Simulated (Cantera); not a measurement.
A perfectly stirred reactor is fed with H2 : O2 = 0.16 : 1 (molar parts), equivalence ratio 0.080, at 1500 Pa; it is held at 1325 K, and followed from long to short residence time.

Model: the H2/O2 subset of GRI-Mech 3.0, which has no nitrogen chemistry, integrated in Cantera. Radical loss at walls, strong at low pressure, is not modelled. The temperature is held fixed by assumption; the heat of reaction is taken as removed at once.

Problem. What does this change do: H2 0.16 to 0.057 parts?

Solution. 
```tsv
quantity	before	after
x(H2) at τ = 3.20 s	0.000199	7.69e-5
x(O2) at τ = 3.20 s	0.849	0.942
x(O) at τ = 3.20 s	0.00184	0.00192
x(H2O2) at τ = 3.20 s	8.40e-8	3.57e-8
x(H) at τ = 3.20 s	0.000148	8.70e-5
x(H2) at τ = 35.0 ms	0.00300	0.000972
x(O2) at τ = 35.0 ms	0.818	0.919
x(O) at τ = 35.0 ms	0.0293	0.0228
x(H2O2) at τ = 35.0 ms	2.17e-7	8.38e-8
x(H) at τ = 35.0 ms	0.00959	0.00368
```
